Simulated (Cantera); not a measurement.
Predominance diagram of Mg at 1552 °C against the partial pressures of O₂ and F₂ (log10, bar). Source: NASA polynomial tables (part measured, part estimated), evaluated in Cantera. Candidates: Mg(l), MgF₂(l), MgO(s). Only these pure phases compete in this equilibrium. Not in the tables: oxide halides.

**Question.** Which phase is stable at these pairs, and which metal-bearing vapour leads over it? (-7, -13.5); (-6.3, -11.8); (-9.8, -5.1); (-2.1, -18.6); (-4.9, -15.2); (-2.1, -5.1); (-9.1, -15.2)

**Answer.** 
| log p(O₂) | log p(F₂) | phase | chief vapour | log p (bar) |
|---|---|---|---|---|
| -7 | -13.5 | MgF₂(l) | MgF₂ | -2.3 |
| -6.3 | -11.8 | MgF₂(l) | MgF₂ | -2.3 |
| -9.8 | -5.1 | MgF₂(l) | MgF₂ | -2.3 |
| -2.1 | -18.6 | MgO(s) | MgF₂ | -7.8 |
| -4.9 | -15.2 | MgO(s) | MgF₂ | -3.0 |
| -2.1 | -5.1 | MgF₂(l) | MgF₂ | -2.3 |
| -9.1 | -15.2 | MgF₂(l) | MgF₂ | -2.3 |
